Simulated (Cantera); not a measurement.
An isothermal, constant-pressure homogeneous reactor starts with C2H4 : H2 = 1 : 1.5 (molar parts), at 1150 K and 0.00385 atm. Integrator tolerance rtol = 1e-08.

Detailed kinetics in Cantera: GRI-Mech 3.0 (53 species, 325 reactions). GRI-Mech 3.0 was tuned for natural gas; its chemistry of ethylene as a main component is partial and can be far from experiment. GRI-Mech 3.0 stops at C3 and has no aromatics, soot or wall deposition, so with more carbon than oxygen in the feed, carbon stays in small species such as C2H2 where larger ones or solid carbon would form. Radical loss at walls, strong at low pressure, is not modelled.

### Question
What does this change do: H2 1.5 to 3.4 parts?

### Answer
```csv
quantity,before,after
x(C2H4) at 80.0 s,0.276 (gas-phase equilibrium 0.0165),0.155 (gas-phase equilibrium 0.0111)
x(H2) at 80.0 s,0.635 (gas-phase equilibrium 0.621),0.785 (gas-phase equilibrium 0.738)
x(H) at 80.0 s,1.77e-6 (gas-phase equilibrium 9.48e-7),2.25e-6 (gas-phase equilibrium 1.03e-6)
x(C2H2) at 80.0 s,0.0881 (gas-phase equilibrium 0.250),0.0584 (gas-phase equilibrium 0.142)
x(CH2) at 80.0 s,<1e-12 (gas-phase equilibrium 2.19e-12),<1e-12 (gas-phase equilibrium 1.80e-12)
```
